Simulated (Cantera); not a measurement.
What does this Cantera script print?

```python
import numpy as np
import cantera as ct

gas_names = """
    AL ALH ALN ALO ALOH ALO2 ALO2H AL2 AL2O AL2O2 H HALO HNO HNO2 HNO3 HO2 H2 H2O H2O2 N NH NH2 NH3
    NH2OH NO NO2 NO3 N2 N2H2 N2H4 N2O O OH O2 O3
""".split()
cond_names = """
    AL(cr) AL(L) ALN(s) AL2O3(a) AL2O3(L) H2O(s) H2O(L)
""".split()


# ... load() reads the species with a 1 bar reference pressure and builds the phases ...
atoms = {
    'Al': {'AL': 1},
    'O2': {'O': 2},
    'H2': {'H': 2},
    'NH3': {'N': 1, 'H': 3},
}
top_T = {'ALN(s)': 2750}  # K; cautious upper limits of use, not melting points


# ... equilibrate(T, P, feed) seeds the gas with the atoms and calls Mixture.equilibrate('TP', solver="vcs", rtol=1e-11, max_steps=5000) ...
results = []
T = 1698  # K
P = 1600  # Pa
for m in [0.36, 0.52, 0.77, 1.1, 1.6, 2.4, 3.5]:
    feed = {'Al': 1, 'O2': m, 'H2': 570, 'NH3': 1.5}  # mol
    mix = equilibrate(T, P, feed)
    results.append((T, P, feed, dict(zip(mix.species_names, mix.species_moles))))

top = {s: max(r[3][s] / sum(r[3][g] for g in gas_names) for r in results) for s in gas_names}
cols = sorted((s for s in top if top[s] > 1e-05), key=lambda s: -top[s])[:5]
seen = [c for c in cond_names if any(r[3].get(c, 0) > 1e-12 for r in results)]
print("log10 of partial pressures in bar; condensed amounts in mol")
print(f"{'n(O2)':>10s}" + "".join(f"{s[:9]:>10s}" for s in cols + seen))
for T, P, feed, n in results:
    ng = sum(n[g] for g in gas_names)
    print(f"{feed['O2']:10.4g}" + "".join(f"{np.log10(max(n[s] / ng * P / 1e5, 1e-99)):10.3f}" for s in cols)
          + "".join(f"{n.get(c, 0):10.4g}" for c in seen))
```

Output:

```
log10 of partial pressures in bar; condensed amounts in mol
     n(O2)        H2       H2O        N2         H        AL    ALN(s)  AL2O3(a)
      0.36    -1.797    -7.612    -4.744    -4.738    -5.255    0.2062    0.2145
      0.52    -1.797    -7.592    -4.684    -4.738    -5.285   0.01579    0.3233
      0.77    -1.797    -5.940    -4.679    -4.738    -7.763         0    0.4996
       1.1    -1.797    -4.709    -4.679    -4.739    -9.610         0       0.5
       1.6    -1.798    -4.324    -4.679    -4.739   -10.189         0       0.5
       2.4    -1.799    -4.036    -4.679    -4.740   -10.623         0       0.5
       3.5    -1.801    -3.814    -4.679    -4.740   -10.959         0       0.5
```

Method: chemical equilibrium by Gibbs-energy minimisation in Cantera with the NASA 1993 tables (ideal gas, pure condensed phases). Mutual solubility and eutectic melting of coexisting phases are not modelled.
